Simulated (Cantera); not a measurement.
## Adiabatic ignition

An adiabatic, constant-volume homogeneous reactor starts with 41.6 % H₂, 12.2 % O₂, 46.2 % N₂, equivalence ratio 1.7, at 1673 K and 0.300 bar.

Cantera simulation using the H2/O2 subset of GRI-Mech 3.0, which has no nitrogen chemistry; the numbers are that mechanism's predictions, not measurements.

```json
[
 {"t (s)": "2.00e-6", "T (K)": "1673", "P (bar)": "0.300", "x H₂": "0.416", "x O₂": "0.122", "x H₂O₂": "1.65e-8", "x H": "1.71e-6", "x O": "1.39e-7", "x HO₂": "1.23e-6"},
 {"t (s)": "7.19e-6", "T (K)": "1673", "P (bar)": "0.300", "x H₂": "0.416", "x O₂": "0.122", "x H₂O₂": "1.38e-7", "x H": "2.84e-5", "x O": "2.59e-6", "x HO₂": "4.26e-6"},
 {"t (s)": "2.58e-5", "T (K)": "1747", "P (bar)": "0.313", "x H₂": "0.283", "x O₂": "0.0703", "x H₂O₂": "2.02e-7", "x H": "0.0802", "x O": "0.00746", "x HO₂": "8.76e-6"},
 {"t (s)": "9.28e-5", "T (K)": "2157", "P (bar)": "0.378", "x H₂": "0.150", "x O₂": "0.00818", "x H₂O₂": "1.29e-7", "x H": "0.136", "x O": "0.0148", "x HO₂": "1.48e-6"},
 {"t (s)": "0.000334", "T (K)": "2693", "P (bar)": "0.456", "x H₂": "0.170", "x O₂": "0.00447", "x H₂O₂": "8.28e-8", "x H": "0.0855", "x O": "0.00875", "x HO₂": "1.50e-6"},
 {"t (s)": "0.00120", "T (K)": "2892", "P (bar)": "0.483", "x H₂": "0.176", "x O₂": "0.00321", "x H₂O₂": "1.29e-7", "x H": "0.0682", "x O": "0.00633", "x HO₂": "1.87e-6"},
 {"t (s)": "0.00431", "T (K)": "2892", "P (bar)": "0.483", "x H₂": "0.176", "x O₂": "0.00321", "x H₂O₂": "1.29e-7", "x H": "0.0681", "x O": "0.00633", "x HO₂": "1.87e-6"},
 {"t (s)": "0.0155", "T (K)": "2892", "P (bar)": "0.483", "x H₂": "0.176", "x O₂": "0.00321", "x H₂O₂": "1.29e-7", "x H": "0.0681", "x O": "0.00633", "x HO₂": "1.87e-6"},
 {"t (s)": "0.0557", "T (K)": "2892", "P (bar)": "0.483", "x H₂": "0.176", "x O₂": "0.00321", "x H₂O₂": "1.29e-7", "x H": "0.0681", "x O": "0.00633", "x HO₂": "1.87e-6"},
 {"t (s)": "0.200", "T (K)": "2892", "P (bar)": "0.483", "x H₂": "0.176", "x O₂": "0.00321", "x H₂O₂": "1.29e-7", "x H": "0.0681", "x O": "0.00633", "x HO₂": "1.87e-6"}
]
```
x: mole fraction; the columns are a selection and need not sum to one.

```
Quantity                                                             Value
---------------------------------  ---------------------------------------
time of steepest temperature rise                                  26.8 µs
temperature at 0.200 s                                              2892 K
equilibrium temperature                                             2892 K
x(H₂) at 0.200 s                       0.176 (gas-phase equilibrium 0.176)
x(O₂) at 0.200 s                   0.00321 (gas-phase equilibrium 0.00321)
x(H₂O₂) at 0.200 s                 1.29e-7 (gas-phase equilibrium 1.29e-7)
```
